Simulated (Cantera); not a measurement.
Input: 1 mol MgSO₄, 0.33 mol H₂, held at 2200 K and 11.0 Pa.

Method: chemical equilibrium by Gibbs-energy minimisation in Cantera with the NASA 1993 tables (ideal gas, pure condensed phases). Candidate condensed phases: H₂O, H₂SO₄, Mg, MgO, Mg(OH)₂, MgS, MgSO₄, S; 26 gas species. Kinetics and transport are ignored.

Base state: Mg 0.271, SO₂ 0.235, O₂ 0.201, O 0.116, H 0.0526, H₂O 0.0396, SO 0.0385, OH 0.0303 (mole fractions); condensed: gas only.

What changes in the equilibrium state with this change: temperature from 2200 K to 1300 K?


```json
[
 {"species": "SO₂", "before": "0.235", "after": "0.600"},
 {"species": "O₂", "before": "0.201", "after": "0.201"},
 {"species": "H₂O", "before": "0.0396", "after": "0.198"},
 {"species": "Mg", "before": "0.271", "after": "<1e-9"},
 {"species": "H", "before": "0.0526", "after": "2.02e-7"},
 {"species": "SO", "before": "0.0385", "after": "1.08e-6"},
 {"species": "O", "before": "0.116", "after": "7.56e-6"},
 {"species": "OH", "before": "0.0303", "after": "0.000143"},
 {"species": "MgO", "before": "0.00404", "after": "<1e-9"},
 {"species": "S", "before": "0.00185", "after": "<1e-9"},
 {"species": "MgO(s), mol", "before": "0", "after": "1.00"}
]
```

What changes in the equilibrium state with this change: temperature from 2200 K to 1550 K?


```
species        before     after
-----------  --------  --------
SO₂             0.235     0.600
O₂              0.201     0.201
H₂O            0.0396     0.197
Mg              0.271   2.45e-8
H              0.0526   3.70e-5
SO             0.0385   9.80e-5
O               0.116  0.000334
OH             0.0303   0.00162
MgO           0.00404   1.99e-9
S             0.00185   8.25e-9
MgOH         0.000532   7.68e-9
MgO(s), mol         0      1.00
```
